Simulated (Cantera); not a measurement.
A Cantera script and what it prints.

```python
import numpy as np
import cantera as ct

gas_names = """
    N N2 V VN
""".split()
cond_names = """
    V(cr) V(L) VN(s)
""".split()


# ... load() reads the species with a 1 bar reference pressure and builds the phases ...
atoms = {
    'V': {'V': 1},
    'N2': {'N': 2},
}
top_T = {'VN(s)': 2300}  # K; cautious upper limits of use, not melting points


# ... equilibrate(T, P, feed) seeds the gas with the atoms and calls Mixture.equilibrate('TP', solver="vcs", rtol=1e-11, max_steps=5000) ...
results = []
P = 1000  # Pa
for T in [2023, 2098, 2173, 2248, 2323, 2398, 2473, 2548, 2623, 2698]:
    for m in [0.84, 1.4, 2.5, 4.3, 7.4, 13, 22, 38]:
        feed = {'V': 1, 'N2': m}  # mol
        mix = equilibrate(T, P, feed)
        results.append((T, P, feed, dict(zip(mix.species_names, mix.species_moles))))

for T, P, feed, n in results:
    print(f"{T:7g} {feed['N2']:10.4g}  " + (" + ".join(c for c in cond_names if n.get(c, 0) > 1e-12) or "gas only"))
```

It prints:

```
   2023       0.84  VN(s)
   2023        1.4  VN(s)
   2023        2.5  VN(s)
   2023        4.3  VN(s)
   2023        7.4  VN(s)
   2023         13  VN(s)
   2023         22  VN(s)
   2023         38  VN(s)
   2098       0.84  VN(s)
   2098        1.4  VN(s)
   2098        2.5  VN(s)
   2098        4.3  VN(s)
   2098        7.4  VN(s)
   2098         13  VN(s)
   2098         22  VN(s)
   2098         38  VN(s)
   2173       0.84  V(cr)
   2173        1.4  V(cr)
   2173        2.5  V(cr)
   2173        4.3  V(cr)
   2173        7.4  V(cr)
   2173         13  V(cr)
   2173         22  V(cr)
   2173         38  V(cr)
   2248       0.84  V(L)
   2248        1.4  V(L)
   2248        2.5  V(L)
   2248        4.3  V(L)
   2248        7.4  V(L)
   2248         13  V(L)
   2248         22  V(L)
   2248         38  V(L)
   2323       0.84  V(L)
   2323        1.4  V(L)
   2323        2.5  V(L)
   2323        4.3  V(L)
   2323        7.4  V(L)
   2323         13  V(L)
   2323         22  V(L)
   2323         38  V(L)
   2398       0.84  V(L)
   2398        1.4  V(L)
   2398        2.5  V(L)
   2398        4.3  V(L)
   2398        7.4  V(L)
   2398         13  V(L)
   2398         22  V(L)
   2398         38  gas only
   2473       0.84  V(L)
   2473        1.4  V(L)
   2473        2.5  V(L)
   2473        4.3  V(L)
   2473        7.4  V(L)
   2473         13  V(L)
   2473         22  gas only
   2473         38  gas only
   2548       0.84  V(L)
   2548        1.4  V(L)
   2548        2.5  V(L)
   2548        4.3  V(L)
   2548        7.4  gas only
   2548         13  gas only
   2548         22  gas only
   2548         38  gas only
   2623       0.84  V(L)
   2623        1.4  V(L)
   2623        2.5  V(L)
   2623        4.3  gas only
   2623        7.4  gas only
   2623         13  gas only
   2623         22  gas only
   2623         38  gas only
   2698       0.84  V(L)
   2698        1.4  V(L)
   2698        2.5  gas only
   2698        4.3  gas only
   2698        7.4  gas only
   2698         13  gas only
   2698         22  gas only
   2698         38  gas only
```

These are equilibrium values from Cantera (NASA tables, ideal gas, pure condensed phases), not measurements of a reactor. VN: taken at fixed stoichiometry. Condensed phases not in the tables: V2N, N, O or C dissolved in the metal.
